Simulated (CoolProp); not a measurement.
Vapour-liquid equilibrium of carbon dioxide (1) + carbonyl sulfide (2) at -38.55 °C; x and y are mole fractions of (1).

Values from CoolProp's multi-fluid Helmholtz-energy mixture model, Span 1996 and Lemmon 2006; pair parameters Bell 2016.

Give the bubble pressure and the first vapour's composition at x = 0.15, 0.25, 0.75. Is there an azeotrope?

x = 0.15: 4.032 bar, y = 0.620; x = 0.25: 5.203 bar, y = 0.726; x = 0.75: 8.905 bar, y = 0.915. No azeotrope shows between x = 0.05 and 0.95.

The pair parameters rest on a limited set of measurements; away from them the model extrapolates.
